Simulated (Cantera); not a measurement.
Feed: 1 mol Si, a varied amount of HBr, 42 mol N₂, held at 823 K and 0.700 bar.

These are equilibrium values from Cantera (NASA tables, ideal gas, pure condensed phases), not measurements of a reactor. Candidate condensed phases: Br₂, Si, Si₃N₄; 28 gas species. N₂ is the only nitrogen source here; it is nearly inert below about 1500 K, so the nitride shown seldom forms there in practice. Equilibrium is a limit: real reactors are often held back by kinetics, nucleation or transport.

x: gas mole fraction; n: condensed amount in mol.

```csv
n(HBr) (mol),x N₂,x HBr,x H₂,x SiBr₄,x NH₃,x SiHBr₃,n Si₃N₄(s)
1.5,0.967,0.0284,0.00332,0.00166,3.14e-7,1.30e-7,0.310
4.6,0.906,0.0755,0.0124,0.00620,2.20e-6,6.81e-7,0.239
7.7,0.853,0.114,0.0218,0.0109,4.96e-6,1.39e-6,0.156
11,0.804,[?],[?],[?],[?],[?],[?]
14,0.764,0.182,0.0363,0.0182,1.01e-5,2.43e-6,0
17,0.724,0.224,0.0345,0.0172,9.09e-6,1.77e-6,0
20,0.689,0.262,0.0328,0.0164,8.22e-6,1.37e-6,0
23,0.656,0.297,0.0312,0.0156,7.47e-6,1.10e-6,0
27,0.618,[?],0.0294,0.0147,[?],[?],0
30,0.592,0.366,0.0282,0.0141,6.07e-6,7.24e-7,0
```

Fill in the missing entries.


- 11, x HBr: 0.149
- 11, x H₂: 0.0314
- 11, x SiBr₄: 0.0157
- 11, x NH₃: 8.32e-6
- 11, x SiHBr₃: 2.22e-6
- 11, n Si₃N₄(s): 0.0610
- 27, x HBr: 0.338
- 27, x NH₃: 6.61e-6
- 27, x SiHBr₃: 8.54e-7
